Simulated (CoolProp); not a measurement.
Vapour-liquid equilibrium of R125 (1) + R227EA (2) at -87.75 °C; x and y are mole fractions of (1).

Values from CoolProp's multi-fluid Helmholtz-energy mixture model, Lemmon 2005 and Lemmon 2016; pair parameters Bell 2016.

| x | bubble pressure, mixture model (MPa) | bubble pressure, Raoult's law (MPa) | y, mixture model | y, Raoult's law |
|---|---|---|---|---|
| 0.05 | 0.001415 | 0.001408 | 0.312 | 0.309 |
| 0.15 | 0.002205 | 0.002176 | 0.605 | 0.600 |
| 0.25 | 0.002996 | 0.002944 | 0.743 | 0.739 |
| 0.35 | 0.003782 | 0.003712 | 0.823 | 0.821 |
| 0.45 | 0.004558 | 0.004480 | 0.875 | 0.874 |
| 0.55 | 0.005323 | 0.005248 | 0.912 | 0.912 |
| 0.65 | 0.006078 | 0.006016 | 0.940 | 0.940 |
| 0.75 | 0.006826 | 0.006784 | 0.961 | 0.962 |
| 0.85 | 0.007572 | 0.007552 | 0.979 | 0.980 |
| 0.95 | 0.008324 | 0.008320 | 0.993 | 0.994 |

The largest gap from Raoult's law is +1.9 % in bubble pressure, at x = 0.35. No azeotrope shows between x = 0.05 and 0.95.

The pair parameters rest on a limited set of measurements; away from them the model extrapolates.
